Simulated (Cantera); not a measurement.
## Gas activation for diamond growth

A perfectly stirred reactor is fed with 1.10 % CH4, 98.1 % H2, 0.817 % CO2, at 0.227 atm; it is held at 2000 K, and followed from long to short residence time.

Computed with Cantera and GRI-Mech 3.0 (53 species, 325 reactions).

| τ (s) | x CH4 | x H2 | x CO2 | x CO | x O | x CH3 |
|---|---|---|---|---|---|---|
| 2.8 | 0.000693 | 0.977 | 1.12e-5 | 0.0131 | 2.51e-9 | 4.69e-5 |
| 1.1 | 0.00103 | 0.976 | 1.80e-5 | 0.0117 | 3.65e-9 | 6.96e-5 |
| 0.47 | 0.00148 | 0.976 | 2.85e-5 | 0.0104 | 4.65e-9 | 9.94e-5 |
| 0.19 | 0.00218 | 0.975 | 5.24e-5 | 0.00935 | 5.43e-9 | 0.000145 |
| 0.078 | 0.00316 | 0.974 | 0.000108 | 0.00864 | 5.80e-9 | 0.000208 |
| 0.032 | 0.00451 | 0.973 | 0.000245 | 0.00816 | 5.79e-9 | 0.000290 |
| 0.013 | 0.00618 | 0.973 | 0.000577 | 0.00768 | 5.39e-9 | 0.000385 |
| 0.0053 | 0.00793 | 0.973 | 0.00134 | 0.00686 | 4.50e-9 | 0.000463 |
| 0.0021 | 0.00941 | 0.974 | 0.00294 | 0.00523 | 2.91e-9 | 0.000481 |
| 0.00088 | 0.0103 | 0.976 | 0.00522 | 0.00295 | 1.22e-9 | 0.000399 |
| 0.00036 | 0.0107 | 0.979 | 0.00721 | 0.000955 | 2.70e-10 | 0.000239 |
x: mole fraction; the columns are a selection and need not sum to one.
